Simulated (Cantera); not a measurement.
An isothermal, constant-pressure homogeneous reactor starts with H2 : O2 = 0.016 : 1 (molar parts), at 1473 K and 1.95 Torr. Integrator tolerance rtol = 1e-08.

Model: GRI-Mech 3.0 (53 species, 325 reactions), integrated in Cantera. Radical loss at walls, strong at low pressure, is not modelled.

**Question.** What does this change do: temperature 1473 to 1125 K?

**Answer.** 
```
quantity                                            before                                     after
---------------  -----------------------------------------  ----------------------------------------
x(H2) at 300 s     5.69e-7 (gas-phase equilibrium 4.12e-7)  2.84e-8 (gas-phase equilibrium 7.61e-10)
x(O2) at 300 s         0.984 (gas-phase equilibrium 0.984)       0.984 (gas-phase equilibrium 0.984)
x(H2O) at 300 s      0.0158 (gas-phase equilibrium 0.0158)     0.0159 (gas-phase equilibrium 0.0159)
x(OH) at 300 s   0.000188 (gas-phase equilibrium 0.000160)   1.60e-5 (gas-phase equilibrium 2.63e-6)
x(O) at 300 s      7.55e-5 (gas-phase equilibrium 5.46e-5)   3.35e-6 (gas-phase equilibrium 9.04e-8)
x(HO2) at 300 s    3.99e-8 (gas-phase equilibrium 4.56e-8)   1.91e-9 (gas-phase equilibrium 1.58e-9)
x(H) at 300 s      2.60e-7 (gas-phase equilibrium 1.60e-7)  5.47e-9 (gas-phase equilibrium 2.42e-11)
```

**Question.** What does this change do: temperature 1473 to 950 K?

**Answer.** 
| quantity | before | after |
|---|---|---|
| x(H2) at 300 s | 5.69e-7 (gas-phase equilibrium 4.12e-7) | 4.12e-9 (gas-phase equilibrium 5.75e-12) |
| x(O2) at 300 s | 0.984 (gas-phase equilibrium 0.984) | 0.984 (gas-phase equilibrium 0.984) |
| x(H2O) at 300 s | 0.0158 (gas-phase equilibrium 0.0158) | 0.0159 (gas-phase equilibrium 0.0159) |
| x(OH) at 300 s | 0.000188 (gas-phase equilibrium 0.000160) | 2.81e-6 (gas-phase equilibrium 1.07e-7) |
| x(O) at 300 s | 7.55e-5 (gas-phase equilibrium 5.46e-5) | 4.27e-7 (gas-phase equilibrium 6.22e-10) |
| x(HO2) at 300 s | 3.99e-8 (gas-phase equilibrium 4.56e-8) | 1.28e-9 (gas-phase equilibrium 1.15e-10) |
| x(H) at 300 s | 2.60e-7 (gas-phase equilibrium 1.60e-7) | 4.71e-10 (gas-phase equilibrium <1e-12) |

**Question.** What does this change do: H2 0.016 to 0.0028 parts?

**Answer.** 
```json
[
 {"quantity": "x(H2) at 300 s", "before": "5.69e-7 (gas-phase equilibrium 4.12e-7)", "after": "2.64e-7 (gas-phase equilibrium 7.15e-8)"},
 {"quantity": "x(O2) at 300 s", "before": "0.984 (gas-phase equilibrium 0.984)", "after": "0.997 (gas-phase equilibrium 0.997)"},
 {"quantity": "x(H2O) at 300 s", "before": "0.0158 (gas-phase equilibrium 0.0158)", "after": "0.00273 (gas-phase equilibrium 0.00276)"},
 {"quantity": "x(OH) at 300 s", "before": "0.000188 (gas-phase equilibrium 0.000160)", "after": "0.000129 (gas-phase equilibrium 6.71e-5)"},
 {"quantity": "x(O) at 300 s", "before": "7.55e-5 (gas-phase equilibrium 5.46e-5)", "after": "0.000205 (gas-phase equilibrium 5.50e-5)"},
 {"quantity": "x(HO2) at 300 s", "before": "3.99e-8 (gas-phase equilibrium 4.56e-8)", "after": "1.29e-8 (gas-phase equilibrium 1.93e-8)"},
 {"quantity": "x(H) at 300 s", "before": "2.60e-7 (gas-phase equilibrium 1.60e-7)", "after": "4.79e-7 (gas-phase equilibrium 6.68e-8)"}
]
```
